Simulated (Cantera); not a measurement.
A Cantera script and what it prints.

```python
import numpy as np
import cantera as ct

gas_names = """
    H HNO HNO2 HNO3 HO2 H2 H2O H2O2 N NH NH2 NH3 NH2OH NO NO2 NO3 N2 N2H2 N2H4 N2O O OH O2 O3 Si SiH
    SiH2 SiH3 SiH4 SiN SiO SiO2 Si2 Si2N Si3
""".split()
cond_names = """
    H2O(s) H2O(L) Si(cr) Si(L) SiO2(Lqz) SiO2(hqz) SiO2(L) Si2N2O(s) Si3N4(a)
""".split()


# ... load() reads the species with a 1 bar reference pressure and builds the phases ...
atoms = {
    'Si3N4': {'Si': 3, 'N': 4},
    'O2': {'O': 2},
    'N2': {'N': 2},
    'H2O': {'H': 2, 'O': 1},
}
top_T = {'Si2N2O(s)': 2100, 'Si3N4(a)': 2400}  # K; cautious upper limits of use, not melting points


# ... equilibrate(T, P, feed) seeds the gas with the atoms and calls Mixture.equilibrate('TP', solver="vcs", rtol=1e-11, max_steps=5000) ...
results = []
feed = {'Si3N4': 1, 'O2': 0.3, 'N2': 18, 'H2O': 0.027}  # mol
T = 1325  # K
P = 16  # Pa
mix = equilibrate(T, P, feed)
results.append((T, P, feed, dict(zip(mix.species_names, mix.species_moles))))
x = sorted(zip(gas.X, gas.species_names), reverse=True)
print(f"T = {T:g} K  P = {P:g} Pa  gas = {mix.phase_moles(0):.4g} mol")
print("   x: " + "  ".join(f"{s} {v:.3e}" for v, s in x if v > 1e-06))
print("   condensed (mol): " + ("  ".join(f"{mix.phase(i).name} {mix.phase_moles(i):.4g}"
      for i in range(1, mix.n_phases) if mix.phase_moles(i) > 1e-12) or "none"))
```

Output:

```
T = 1325 K  P = 16 Pa  gas = 18.24 mol
   x: N2 9.985e-01  H2 1.478e-03  SiO 7.827e-06  H 4.970e-06
   condensed (mol): Si2N2O(s) 0.6269  Si3N4(a) 0.582
```

Method: chemical equilibrium by Gibbs-energy minimisation in Cantera with the NASA 1993 tables (ideal gas, pure condensed phases). Mutual solubility and eutectic melting of coexisting phases are not modelled.
